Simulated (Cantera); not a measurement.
A perfectly stirred reactor is fed with CH₄ : N₂ = 1 : 1.7 (molar parts), at 0.900 Torr; it is held at 1825 K, and followed from long to short residence time.

Model: GRI-Mech 3.0 (53 species, 325 reactions), integrated in Cantera. GRI-Mech 3.0 stops at C3 and has no aromatics, soot or wall deposition, so with more carbon than oxygen in the feed, carbon stays in small species such as C2H2 where larger ones or solid carbon would form. Radical loss at walls, strong at low pressure, is not modelled.

x: mole fraction; the columns are a selection and need not sum to one.

```json
[
 {"τ (s)": "1.1", "x CH₄": "0.0952", "x CH₂": "6.77e-6", "x CH₃": "…", "x H": "0.000679", "x H₂": "0.296", "x C₂H₄": "0.00244"},
 {"τ (s)": "0.64", "x CH₄": "0.126", "x CH₂": "7.32e-6", "x CH₃": "…", "x H": "0.000563", "x H₂": "0.260", "x C₂H₄": "0.00401"},
 {"τ (s)": "0.37", "x CH₄": "0.166", "x CH₂": "7.62e-6", "x CH₃": "…", "x H": "0.000433", "x H₂": "0.214", "x C₂H₄": "0.00630"},
 {"τ (s)": "0.21", "x CH₄": "0.219", "x CH₂": "7.29e-6", "x CH₃": "0.00669", "x H": "0.000283", "x H₂": "0.154", "x C₂H₄": "0.00905"},
 {"τ (s)": "0.12", "x CH₄": "0.282", "x CH₂": "5.83e-6", "x CH₃": "0.00658", "x H": "0.000139", "x H₂": "0.0859", "x C₂H₄": "0.00995"},
 {"τ (s)": "0.072", "x CH₄": "0.331", "x CH₂": "3.72e-6", "x CH₃": "…", "x H": "5.33e-5", "x H₂": "0.0351", "x C₂H₄": "0.00668"},
 {"τ (s)": "0.042", "x CH₄": "0.357", "x CH₂": "1.78e-6", "x CH₃": "…", "x H": "1.73e-5", "x H₂": "0.0101", "x C₂H₄": "0.00247"},
 {"τ (s)": "0.024", "x CH₄": "0.366", "x CH₂": "6.90e-7", "x CH₃": "…", "x H": "6.68e-6", "x H₂": "0.00272", "x C₂H₄": "0.000596"},
 {"τ (s)": "0.014", "x CH₄": "0.368", "x CH₂": "2.56e-7", "x CH₃": "…", "x H": "3.85e-6", "x H₂": "0.000973", "x C₂H₄": "0.000131"},
 {"τ (s)": "0.0081", "x CH₄": "0.369", "x CH₂": "9.12e-8", "x CH₃": "…", "x H": "2.96e-6", "x H₂": "0.000442", "x C₂H₄": "2.63e-5"}
]
```

Question: What belongs in the gaps?

Answer: 
- 1.1, x CH₃: 0.00415
- 0.64, x CH₃: 0.00507
- 0.37, x CH₃: 0.00600
- 0.072, x CH₃: 0.00544
- 0.042, x CH₃: 0.00372
- 0.024, x CH₃: 0.00224
- 0.014, x CH₃: 0.00132
- 0.0081, x CH₃: 0.000767
